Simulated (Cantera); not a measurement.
Feed: 1 mol CuO, 2800 mol H2, 2.5 mol N2, at 1448.15 K and 19.0 mbar.

Method: chemical equilibrium by Gibbs-energy minimisation in Cantera with the NASA 1993 tables (ideal gas, pure condensed phases). Candidate condensed phases: Cu, CuO, Cu(OH)2, Cu2O, H2O; 27 gas species. Kinetics and transport are ignored.

Base state: H2 0.999, N2 0.000892, H2O 0.000357, Cu 0.000175, H 6.69e-5 (mole fractions); condensed: Cu(l).

**Question.** What changes in the equilibrium state with this change: pressure from 19.0 mbar to 3.00 bar?

**Answer.** 
```tsv
species	before	after
H2	0.999	0.999
N2	0.000892	0.000889
H2O	0.000357	0.000357
Cu	0.000175	1.11e-6
H	6.69e-5	5.33e-6
Cu(l), mol	0.509	0.997
```
